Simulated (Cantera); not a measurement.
A closed system holds: 1 mol BN, 0.72 mol O₂, 13 mol H₂, equilibrated at 1125 K and 128 Torr.

These are equilibrium values from Cantera (NASA tables, ideal gas, pure condensed phases), not measurements of a reactor. Candidate condensed phases: B, BN, B₂O₃, B₃O₃H₃, H₂O; 39 gas species. Mutual solubility and eutectic melting of coexisting phases are not modelled. Gases not in the tables: H₃BO₃. Equilibrium is a limit: real reactors are often held back by kinetics, nucleation or transport.

Base state: H₂ 0.963, N₂ 0.0351, H₂O 0.00161, HBO₂ 2.58e-5 (mole fractions); condensed: BN(s) + B₂O₃(l).

Task: What changes in the equilibrium state with this change: pressure from 128 Torr to 5.78 Torr?

Result: 
```tsv
species	before	after
H₂	0.963	0.964
N₂	0.0351	0.0354
H₂O	0.00161	0.000576
HBO₂	2.58e-5	7.25e-5
BN(s), mol	0.0546	0.0455
B₂O₃(l), mol	0.473	0.477
```
